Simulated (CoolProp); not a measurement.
Vapour pressure (MPa) of vinyl chloride: the reference equation beside estimates from Tc = 425.0 K, pc = 5.600 MPa, ω = 0.160. Clausius-Clapeyron is anchored at 312 K with a constant enthalpy of vaporisation of 19.33 kJ/mol.

Model: reference Helmholtz-energy equation of state, Thol 2022, in CoolProp.

| T (K) | reference | Lee-Kesler | Clausius-Clapeyron | van der Waals | Redlich-Kwong | Soave-Redlich-Kwong | Peng-Robinson |
|---|---|---|---|---|---|---|---|
| 255.5 | 0.08661 | 0.08527 | 0.1127 | 0.4920 | 0.1171 | 0.08561 | 0.08743 |
| 269.6 | 0.1520 | 0.1505 | 0.1814 | 0.6660 | 0.2011 | 0.1507 | 0.1524 |
| 283.8 | 0.2512 | 0.2500 | 0.2792 | 0.8788 | 0.3247 | 0.2500 | 0.2508 |
| 297.9 | 0.3921 | 0.3922 | 0.4114 | 1.130 | 0.4953 | 0.3920 | 0.3911 |
| 312 | 0.5853 | 0.5878 | 0.5853 | 1.425 | 0.7226 | 0.5883 | 0.5845 |
| 326.1 | 0.8418 | 0.8476 | 0.8078 | 1.765 | 1.016 | 0.8502 | 0.8423 |
| 340.2 | 1.173 | 1.183 | 1.085 | 2.153 | 1.383 | 1.190 | 1.177 |
| 354.4 | 1.594 | 1.609 | 1.427 | 2.594 | 1.837 | 1.623 | 1.605 |
| 368.5 | 2.114 | 2.132 | 1.834 | 3.084 | 2.378 | 2.157 | 2.133 |

Absolute difference from the reference over all 9 rows, mean and median: Lee-Kesler 0.8 and 0.9 %, Clausius-Clapeyron 11.2 and 10.5 %, van der Waals 187.7 and 143.5 %, Redlich-Kwong 23.7 and 23.5 %, Soave-Redlich-Kwong 1.0 and 1.0 %, Peng-Robinson 0.4 and 0.3 %.
